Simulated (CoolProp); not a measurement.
A simple Rankine cycle with hydrogen sulfide: condensing at 300.15 K, boiler at 6.94 MPa, turbine inlet 360.2 K, turbine efficiency 0.9, pump efficiency 0.7, no recuperator. Each further row changes one setting.

Model: reference Helmholtz-energy equation of state, Lemmon 2006, in CoolProp. It is a short technical equation, of lower accuracy than the large ones.

| case | thermal efficiency (%) | net work (kJ/kg) | heat in (kJ/kg) | turbine exit temperature (K) | volume ratio over the turbine |
|---|---|---|---|---|---|
| as stated | 11.5 | 42.8 | 374 | 300.1 | ? |
| turbine inlet 380.2 K | ? | ? | 429 | 300.1 | 2.82 |
| condensing temperature 292.15 K | 13.0 | 50.8 | 391 | 292.2 | ? |
| boiler pressure 4.86 MPa | 9.2 | 40.2 | ? | 300.1 | ? |
| turbine efficiency 0.8 | 9.9 | ? | 374 | 300.1 | 3.29 |

Task: What belongs in the gaps?

Result: 
- as stated, volume ratio over the turbine: 3.24
- turbine inlet 380.2 K, thermal efficiency (%): 12.2
- turbine inlet 380.2 K, net work (kJ/kg): 52.1
- condensing temperature 292.15 K, volume ratio over the turbine: 3.91
- boiler pressure 4.86 MPa, heat in (kJ/kg): 439
- boiler pressure 4.86 MPa, volume ratio over the turbine: 2.01
- turbine efficiency 0.8, net work (kJ/kg): 37.1

The expansion ends wet for: as stated; turbine inlet 380.2 K; condensing temperature 292.15 K; boiler pressure 4.86 MPa; turbine efficiency 0.8.
